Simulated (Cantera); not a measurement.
## Thermodynamics of halide evaporation, hydrolysis and transport, feed MgF₂ + N₂

Charge: 1 mol MgF₂, 0.5 mol N₂, at 1400 °C and 17.0 Pa.

These are equilibrium values from Cantera (NASA tables, ideal gas, pure condensed phases), not measurements of a reactor. Candidate condensed phases: Mg, MgF₂; 13 gas species. Equilibrium is a limit: real reactors are often held back by kinetics, nucleation or transport.

The x(MgF₂) comes out as 0.666 and the x(N₂) is 0.333. The x(F) is 0.000168 and the x(MgF) comes out as 0.000165. The x(Mg₂F₄) is 4.64e-5 and the x(Mg) is 1.43e-6. The gas amount is 1.500 mol. The log10 activity of MgF₂(l) (absent) is -0.85 and the log10 activity of Mg(l) (absent) comes out as -10.51.
